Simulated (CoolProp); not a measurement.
Vapour pressure (MPa) of vinyl chloride: the reference equation beside estimates from Tc = 151.9 °C, pc = 5.600 MPa, ω = 0.160. Clausius-Clapeyron is anchored at -12.95 °C with a constant enthalpy of vaporisation of 22.16 kJ/mol.

Values from CoolProp's reference Helmholtz-energy equation of state, Thol 2022.

```json
[
 {"T (°C)": "-24.05", "reference": "0.06545", "Lee-Kesler": "0.06432", "Clausius-Clapeyron": "0.06672", "Peng-Robinson": "0.06640"},
 {"T (°C)": "-18.55", "reference": "0.08335", "Lee-Kesler": "0.08204", "Clausius-Clapeyron": "0.08406", "Peng-Robinson": "0.08419"},
 {"T (°C)": "-12.95", "reference": "0.1053", "Lee-Kesler": "0.1039", "Clausius-Clapeyron": "0.1053", "Peng-Robinson": "0.1060"},
 {"T (°C)": "-7.35", "reference": "0.1315", "Lee-Kesler": "0.1300", "Clausius-Clapeyron": "0.1307", "Peng-Robinson": "0.1320"},
 {"T (°C)": "-1.75", "reference": "0.1626", "Lee-Kesler": "0.1610", "Clausius-Clapeyron": "0.1607", "Peng-Robinson": "[?]"},
 {"T (°C)": "3.85", "reference": "0.1990", "Lee-Kesler": "0.1975", "Clausius-Clapeyron": "0.1960", "Peng-Robinson": "0.1990"},
 {"T (°C)": "9.45", "reference": "0.2413", "Lee-Kesler": "[?]", "Clausius-Clapeyron": "[?]", "Peng-Robinson": "0.2410"},
 {"T (°C)": "14.95", "reference": "0.2892", "Lee-Kesler": "0.2883", "Clausius-Clapeyron": "0.2839", "Peng-Robinson": "0.2887"},
 {"T (°C)": "20.55", "reference": "0.3451", "Lee-Kesler": "0.3447", "Clausius-Clapeyron": "0.3387", "Peng-Robinson": "0.3443"},
 {"T (°C)": "26.15", "reference": "0.4087", "Lee-Kesler": "0.4090", "Clausius-Clapeyron": "0.4014", "Peng-Robinson": "0.4078"},
 {"T (°C)": "31.75", "reference": "0.4808", "Lee-Kesler": "0.4820", "Clausius-Clapeyron": "0.4727", "Peng-Robinson": "0.4798"}
]
```

Task: Some entries are withheld; supply them.

Result: 
- -1.75, Peng-Robinson: 0.1628
- 9.45, Lee-Kesler: 0.2401
- 9.45, Clausius-Clapeyron: 0.2371

Absolute difference from the reference over all 11 rows, mean and median: Lee-Kesler 0.8 and 0.8 %, Clausius-Clapeyron 1.4 and 1.7 %, Peng-Robinson 0.4 and 0.2 %.
